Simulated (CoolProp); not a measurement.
Vapour-liquid equilibrium of CH2F2 (R32) (1) + dimethyl ether (2) at 413 kPa; x and y are mole fractions of (1).

The numbers come from the multi-fluid Helmholtz-energy mixture model, Tillner-Roth 1997 and Wu 2011; pair parameters Bell 2016 in CoolProp.

Question: Give the bubble temperature and the first vapour's composition at x = 0.05, 0.75, 0.85. Is there an azeotrope?

Answer: x = 0.05: 10.7 °C, y = 0.114; x = 0.75: -14.5 °C, y = 0.896; x = 0.85: -16.6 °C, y = 0.941. No azeotrope shows between x = 0.05 and 0.95.

Pair parameters are fitted to limited data, so mixtures are less certain than the pure fluids.
